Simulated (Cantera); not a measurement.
**Thermodynamics of fluorocarbon and chlorocarbon gases, feed CH₃F + H₂**

Input: 1 mol CH₃F, 0.33 mol H₂, equilibrated at 7.50 Torr.

Method: chemical equilibrium by Gibbs-energy minimisation in Cantera with the NASA 1993 tables (ideal gas, pure condensed phases). Candidate condensed phases: C, C₆H₆, C₇H₈, C₈H₁₈; 95 gas species. Equilibrium is a limit: real reactors are often held back by kinetics, nucleation or transport.

| T (K) | log p H₂ | log p H | log p HF | log p C₃ | log p C₂H₂ (acetylene) | log p F | n C(graphite) |
|---|---|---|---|---|---|---|---|
| 1548 | -2.24 | -5.63 | -2.37 | <-14 | -7.05 | -10.17 | 1.000 |
| 1748 | -2.24 | -4.76 | -2.37 | -13.65 | -6.19 | -8.78 | 1.000 |
| 1948 | -2.25 | -4.07 | -2.37 | -11.13 | -5.52 | -7.67 | 0.999 |
| 2148 | -2.26 | -3.51 | -2.37 | -9.09 | -4.98 | -6.77 | 0.995 |
| 2348 | -2.30 | -3.06 | -2.39 | -7.40 | -4.56 | -6.01 | 0.986 |
| 2548 | -2.39 | -2.70 | -2.41 | -5.99 | -4.27 | -5.36 | 0.970 |
| 2748 | -2.55 | -2.45 | -2.46 | -4.78 | -4.11 | -4.77 | 0.931 |
| 2948 | -2.84 | -2.29 | -2.52 | -3.75 | -4.11 | -4.23 | 0.716 |
log p: log10 of the partial pressure in bar; n: condensed amount in mol.

From 1548 K to 2948 K the condensed part is C(graphite). The main C-bearing gas is C₂H₂ (acetylene) at 1548 K and C₃ at 2948 K.
